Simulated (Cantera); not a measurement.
Si3N4 + Si + H2 (sublimation and decomposition of ceramics)

Input: 1 mol Si3N4, 0.0065 mol Si, 1.1 mol H2, at 1.60 Pa.

These are equilibrium values from Cantera (NASA tables, ideal gas, pure condensed phases), not measurements of a reactor. Candidate condensed phases: Si, Si3N4; 18 gas species. The tables' values for SiN are old estimates; treat these amounts as uncertain. The numbers say what is thermodynamically allowed, not how fast it happens.

| T (K) | log p N2 | log p Si | log p H2 | log p H | log p Si2 | log p N | log p SiH | n Si(s) |
|---|---|---|---|---|---|---|---|---|
| 1473 | -4.99 | -8.26 | -5.25 | -7.52 | -11.24 | -16.02 | -10.33 | 3.01 |
| 1673 | -5.00 | -6.38 | -5.27 | -6.58 | -8.79 | -13.99 | -8.79 | 2.92 |
| 1873 | -5.29 | -5.12 | -5.64 | -6.01 | -7.32 | -12.54 | -7.97 | 0 |
| 2073 | -5.32 | -5.15 | -5.92 | -5.54 | -8.20 | -11.26 | -8.35 | 0 |
| 2273 | -5.35 | -5.17 | -6.56 | -5.35 | -8.94 | -10.21 | -8.86 | 0 |
| 2473 | -5.35 | -5.17 | -7.33 | -5.32 | -9.53 | -9.32 | -9.40 | 0 |
| 2673 | -5.35 | -5.18 | -8.04 | -5.31 | -10.02 | -8.56 | -9.88 | 0 |
| 2873 | -5.35 | -5.18 | -8.67 | -5.31 | -10.45 | -7.90 | -10.30 | 0 |
| 3073 | -5.36 | -5.18 | -9.21 | -5.31 | -10.82 | -7.33 | -10.67 | 0 |
log p: log10 of the partial pressure in bar; n: condensed amount in mol.

From 1473 K to 1673 K the condensed part is Si(s). From 1873 K to 3073 K nothing is condensed. The main Si-bearing gas is Si throughout.
